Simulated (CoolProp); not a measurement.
Saturated liquid density (kg/m³) of water: the reference equation beside estimates from Tc = 647.1 K, pc = 220.6 bar, ω = 0.344.

The numbers come from the reference Helmholtz-energy equation of state, Wagner 2002 in CoolProp.

```tsv
T (K)	reference	van der Waals	Soave-Redlich-Kwong
516.2	809.0	381.8	576.0
522.4	800.0	377.4	568.0
528.5	790.8	372.9	559.7
534.7	781.2	368.2	551.1
540.8	771.3	363.5	542.2
547	?	358.5	532.9
553.2	750.2	?	523.2
559.3	739.1	348.2	513.3
565.5	727.4	342.7	502.8
571.6	?	337.0	491.9
577.8	702.4	331.1	480.4
583.9	689.0	325.0	468.5
590.1	674.5	318.4	455.7
596.2	659.4	311.6	442.4
602.4	642.9	304.3	427.9
```

Q: Fill in the missing entries.

A: 
- 547, reference: 761.0
- 553.2, van der Waals: 353.4
- 571.6, reference: 715.3

Absolute difference from the reference over all 15 rows, mean and median: van der Waals 52.8 and 52.9 %, Soave-Redlich-Kwong 30.8 and 30.6 %.
